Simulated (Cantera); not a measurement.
Charge: 1 mol C3H6, 0.18 mol CO2, 0.064 mol H2O, held at 2598.15 K.

These are equilibrium values from Cantera (NASA tables, ideal gas, pure condensed phases), not measurements of a reactor. Candidate condensed phases: C, C6H6, C7H8, C8H18, H2O; 110 gas species. The ideal-gas law is rough above about 30 bar. Rates play no part.

log p: log10 of the partial pressure in bar; n: condensed amount in mol.

```json
[
 {"P (Pa)": "10", "log p H2": "-5.30", "log p H": "-4.07", "log p CO": "-5.18", "log p C3": "-5.67", "log p C2H2 (acetylene)": "-7.09", "log p CH4": "___", "n C(graphite)": "2.25"},
 {"P (Pa)": "72", "log p H2": "-3.78", "log p H": "-3.31", "log p CO": "-4.24", "log p C3": "-5.67", "log p C2H2 (acetylene)": "-5.57", "log p CH4": "___", "n C(graphite)": "2.65"},
 {"P (Pa)": "520", "log p H2": "-2.57", "log p H": "-2.71", "log p CO": "-3.29", "log p C3": "-5.67", "log p C2H2 (acetylene)": "-4.37", "log p CH4": "___", "n C(graphite)": "2.67"},
 {"P (Pa)": "3700", "log p H2": "-1.58", "log p H": "-2.21", "log p CO": "-2.38", "log p C3": "-5.67", "log p C2H2 (acetylene)": "-3.37", "log p CH4": "___", "n C(graphite)": "2.67"},
 {"P (Pa)": "27000", "log p H2": "-0.66", "log p H": "-1.75", "log p CO": "-1.50", "log p C3": "-5.67", "log p C2H2 (acetylene)": "-2.46", "log p CH4": "___", "n C(graphite)": "2.66"},
 {"P (Pa)": "190000", "log p H2": "0.20", "log p H": "-1.32", "log p CO": "-0.64", "log p C3": "-5.67", "log p C2H2 (acetylene)": "-1.59", "log p CH4": "___", "n C(graphite)": "2.66"},
 {"P (Pa)": "1400000", "log p H2": "1.08", "log p H": "-0.88", "log p CO": "0.23", "log p C3": "-5.67", "log p C2H2 (acetylene)": "-0.72", "log p CH4": "___", "n C(graphite)": "2.65"},
 {"P (Pa)": "10000000", "log p H2": "1.93", "log p H": "-0.45", "log p CO": "1.09", "log p C3": "-5.67", "log p C2H2 (acetylene)": "0.14", "log p CH4": "___", "n C(graphite)": "2.62"}
]
```

Question: Complete the blanks.

Answer: 
- 10, log p CH4: -14.49
- 72, log p CH4: -11.45
- 520, log p CH4: -9.04
- 3700, log p CH4: -7.05
- 27000, log p CH4: -5.22
- 190000, log p CH4: -3.48
- 1400000, log p CH4: -1.73
- 10000000, log p CH4: -0.03
